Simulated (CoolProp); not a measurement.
Properties of sulfur dioxide along the isotherm 525 K.

Computed with CoolProp (reference Helmholtz-energy equation of state, Gao 2016).

```tsv
p (MPa)	phase	density (kg/m³)	Joule-Thomson coefficient (K/MPa)	isothermal compressibility (1/MPa)	expansivity (1/kK)
1.31	gas	19.79	7.511	0.7861	2.122
2.63	gas	40.98	7.464	0.4042	2.373
3.94	gas	63.39	7.396	0.2790	2.659
5.26	gas	87.58	7.298	0.2167	2.992
6.57	gas	113.4	7.168	0.1801	3.372
7.89	supercritical	141.4	6.998	0.1560	3.814
9.2	supercritical	171.4	6.785	0.1392	4.316
10.5	supercritical	203.7	6.529	0.1267	4.879
11.8	supercritical	238.6	6.226	0.1168	5.503
```
